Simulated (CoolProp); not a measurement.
Vapour pressure (kPa) of fluorine: the reference equation beside estimates from Tc = 144.4 K, pc = 5240 kPa, ω = 0.045.

The numbers come from the reference Helmholtz-energy equation of state, de Reuck 1990 in CoolProp.

| T (K) | reference | Redlich-Kwong | Soave-Redlich-Kwong | Peng-Robinson |
|---|---|---|---|---|
| 99.7 | 417.2 | 407.2 | 422.4 | 424.6 |
| 102.3 | 512.7 | 506.1 | 519.3 | 520.5 |
| 104.8 | 618.7 | 616.5 | 627.0 | 626.9 |
| 107.4 | 745.0 | 748.5 | 755.5 | 753.9 |
| 109.9 | 883.2 | 893.2 | 896.2 | 892.8 |
| 112.5 | 1046 | 1063 | 1062 | 1056 |
| 115 | 1221 | 1247 | 1241 | 1233 |
| 117.6 | 1425 | 1460 | 1449 | 1439 |
| 120.1 | 1643 | 1687 | 1671 | 1659 |
| 122.7 | 1895 | 1948 | 1927 | 1912 |
| 125.2 | 2161 | 2223 | 2198 | 2181 |
| 127.8 | 2466 | 2535 | 2508 | 2489 |
| 130.3 | 2788 | 2863 | 2833 | 2813 |
| 132.9 | 3153 | 3231 | 3201 | 3182 |

Absolute difference from the reference over all 14 rows, mean and median: Redlich-Kwong 2.0 and 2.4 %, Soave-Redlich-Kwong 1.5 and 1.6 %, Peng-Robinson 1.1 and 1.0 %.
